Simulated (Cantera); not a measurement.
What does this Cantera script print?

```python
import numpy as np
import cantera as ct

gas = ct.Solution("gri30.yaml")
gas.TPX = 750, 90000, {'CO': 1, 'H2': 0.036, 'CH4': 0.039, 'O2': 0.596, 'N2': 1.73}
inlet = ct.Reservoir(gas, clone=True)
gas.equilibrate("HP")  # start burning
reactor = ct.IdealGasConstPressureReactor(gas, energy="on", clone=False)
exhaust = ct.Reservoir(gas, clone=True)
tau = [0.03, 0.014, 0.0062, 0.0028, 0.0013, 0.00058, 0.00027, 0.00012, 5.5e-05, 2.5e-05, 1.2e-05, 5.3e-06][0]
for a, b in ((inlet, reactor), (reactor, exhaust)):
    ct.MassFlowController(a, b, mdot=lambda t: reactor.mass / tau)
net = ct.ReactorNet([reactor])
show = ['CO', 'H2', 'CH4', 'NO', 'N2O', 'O2', 'CH2']

rows = []
print(f"{'tau/s':>10s}{'T/K':>9s}" + "".join(f"{s:>11s}" for s in show))
for tau in [0.03, 0.014, 0.0062, 0.0028, 0.0013, 0.00058, 0.00027, 0.00012, 5.5e-05, 2.5e-05, 1.2e-05, 5.3e-06]:
    net.initial_time = 0.0
    net.advance(30 * tau)
    before = gas.X
    net.advance(40 * tau)
    drift = np.max(np.abs(gas.X - before) / (gas.X + 1e-9))
    rows.append([gas.T, *gas[show].X, drift])
    print(f"{tau:10.3e}{gas.T:9.1f}" + "".join(f"{x:11.3e}" for x in gas[show].X))
```

Result:

```
     tau/s      T/K         CO         H2        CH4         NO        N2O         O2        CH2
 3.000e-02   2585.1  9.291e-02  1.789e-03  3.213e-07  8.203e-03  4.042e-07  3.903e-02  9.224e-09
 1.400e-02   2555.6  9.652e-02  1.882e-03  6.463e-07  6.735e-03  3.702e-07  4.128e-02  1.742e-08
 6.200e-03   2487.8  1.043e-01  2.098e-03  1.286e-06  4.346e-03  3.134e-07  4.571e-02  2.978e-08
 2.800e-03   2370.9  1.163e-01  2.470e-03  2.397e-06  1.907e-03  2.575e-07  5.183e-02  4.168e-08
 1.300e-03   2226.9  1.290e-01  2.906e-03  4.456e-06  6.167e-04  2.224e-07  5.750e-02  5.197e-08
 5.800e-04   2062.4  1.412e-01  3.323e-03  9.146e-06  2.042e-04  1.978e-07  6.245e-02  6.304e-08
 2.700e-04   1899.1  1.521e-01  3.571e-03  1.984e-05  1.045e-04  1.798e-07  6.701e-02  7.493e-08
 1.200e-04   1713.2  1.680e-01  3.615e-03  5.424e-05  5.431e-05  1.651e-07  7.513e-02  9.505e-08
 5.500e-05   1471.0  2.101e-01  3.945e-03  2.692e-04  1.221e-05  1.382e-07  1.006e-01  1.783e-07
 2.500e-05    750.0  2.940e-01  1.059e-02  1.147e-02 -4.575e-20  5.067e-20  1.752e-01  1.514e-26
 1.200e-05    750.0  2.940e-01  1.059e-02  1.147e-02  1.475e-24  1.450e-20  1.752e-01  2.345e-27
 5.300e-06    750.0  2.940e-01  1.059e-02  1.147e-02 -3.126e-28  3.189e-21  1.752e-01  2.131e-28
```

Computed with Cantera and GRI-Mech 3.0 (53 species, 325 reactions).
